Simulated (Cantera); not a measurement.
A Cantera script and what it prints.

```python
import numpy as np
import cantera as ct

gas_names = [...]  # 139 gases of nasa_gas.yaml made of C, H, N, O, Pb
cond_names = """
    C(gr) C6H6(L) C7H8(L) C8H18(L),n-octa H2O(s) H2O(L) Pb(cr) Pb(L) PbO(rd) PbO(yw) PbO(L) PbO2(s)
    Pb3O4(s)
""".split()


# ... load() reads the species with a 1 bar reference pressure and builds the phases ...
atoms = {
    'PbO': {'Pb': 1, 'O': 1},
    'H2': {'H': 2},
    'N2': {'N': 2},
    'CO': {'C': 1, 'O': 1},
}
top_T = {'C(gr)': 4500, 'Pb3O4(s)': 820}  # K; cautious upper limits of use, not melting points


# ... equilibrate(T, P, feed) seeds the gas with the atoms and calls Mixture.equilibrate('TP', solver="vcs", rtol=1e-11, max_steps=5000) ...
results = []
T = 1100  # K
P = 13332.2  # Pa
for m in [0.41, 0.56, 0.76, 1, 1.4, 1.9, 2.5, 3.4, 4.6, 6.3, 8.5]:
    feed = {'PbO': 1, 'H2': 0.99, 'N2': 5.4, 'CO': m}  # mol
    mix = equilibrate(T, P, feed)
    results.append((T, P, feed, dict(zip(mix.species_names, mix.species_moles))))
    x = sorted(zip(gas.X, gas.species_names), reverse=True)
    print(f"T = {T:g} K  P = {P:g} Pa  n(CO) = {m:g} mol  gas = {mix.phase_moles(0):.4g} mol")
    print("   x: " + "  ".join(f"{s} {v:.3e}" for v, s in x if v > 1e-05))
    print("   condensed (mol): " + ("  ".join(f"{mix.phase(i).name} {mix.phase_moles(i):.4g}"
          for i in range(1, mix.n_phases) if mix.phase_moles(i) > 1e-12) or "none"))
```

Output:

```
T = 1100 K  P = 13332.2 Pa  n(CO) = 0.41 mol  gas = 6.806 mol
   x: N2 7.934e-01  H2O 1.040e-01  CO2 4.291e-02  H2 4.144e-02  CO 1.733e-02  Pb 9.088e-04
   condensed (mol): Pb(L) 0.9938
T = 1100 K  P = 13332.2 Pa  n(CO) = 0.56 mol  gas = 6.956 mol
   x: N2 7.763e-01  H2O 9.198e-02  CO2 5.178e-02  H2 5.034e-02  CO 2.872e-02  Pb 9.088e-04
   condensed (mol): Pb(L) 0.9937
T = 1100 K  P = 13332.2 Pa  n(CO) = 0.76 mol  gas = 7.156 mol
   x: N2 7.546e-01  H2O 7.925e-02  CO2 6.049e-02  H2 5.909e-02  CO 4.571e-02  Pb 9.088e-04
   condensed (mol): Pb(L) 0.9935
T = 1100 K  P = 13332.2 Pa  n(CO) = 1 mol  gas = 7.397 mol
   x: N2 7.301e-01  CO2 6.771e-02  H2O 6.748e-02  CO 6.748e-02  H2 6.636e-02  Pb 9.088e-04
   condensed (mol): Pb(L) 0.9933
T = 1100 K  P = 13332.2 Pa  n(CO) = 1.4 mol  gas = 7.797 mol
   x: N2 6.926e-01  CO 1.047e-01  CO2 7.488e-02  H2 7.360e-02  H2O 5.337e-02  Pb 9.088e-04
   condensed (mol): Pb(L) 0.9929
T = 1100 K  P = 13332.2 Pa  n(CO) = 1.9 mol  gas = 8.298 mol
   x: N2 6.508e-01  CO 1.500e-01  CO2 7.899e-02  H2 7.779e-02  H2O 4.152e-02  Pb 9.088e-04
   condensed (mol): Pb(L) 0.9925
T = 1100 K  P = 13332.2 Pa  n(CO) = 2.5 mol  gas = 8.898 mol
   x: N2 6.069e-01  CO 2.007e-01  CO2 8.029e-02  H2 7.916e-02  H2O 3.210e-02  Pb 9.088e-04
   condensed (mol): Pb(L) 0.9919
T = 1100 K  P = 13332.2 Pa  n(CO) = 3.4 mol  gas = 9.799 mol
   x: N2 5.511e-01  CO 2.681e-01  CO2 7.885e-02  H2 7.783e-02  H2O 2.320e-02  Pb 9.088e-04
   condensed (mol): Pb(L) 0.9911
T = 1100 K  P = 13332.2 Pa  n(CO) = 4.6 mol  gas = 11 mol
   x: N2 4.909e-01  CO 3.435e-01  CO2 7.466e-02  H2 7.375e-02  H2O 1.625e-02  Pb 9.088e-04
   condensed (mol): Pb(L) 0.99
T = 1100 K  P = 13332.2 Pa  n(CO) = 6.3 mol  gas = 12.7 mol
   x: CO 4.281e-01  N2 4.251e-01  CO2 6.793e-02  H2 6.714e-02  H2O 1.080e-02  Pb 9.088e-04
   condensed (mol): Pb(L) 0.9885
T = 1100 K  P = 13332.2 Pa  n(CO) = 8.5 mol  gas = 14.9 mol
   x: CO 5.103e-01  N2 3.623e-01  CO2 6.002e-02  H2 5.935e-02  H2O 7.075e-03  Pb 9.088e-04
   condensed (mol): Pb(L) 0.9865
```

These are equilibrium values from Cantera (NASA tables, ideal gas, pure condensed phases), not measurements of a reactor.
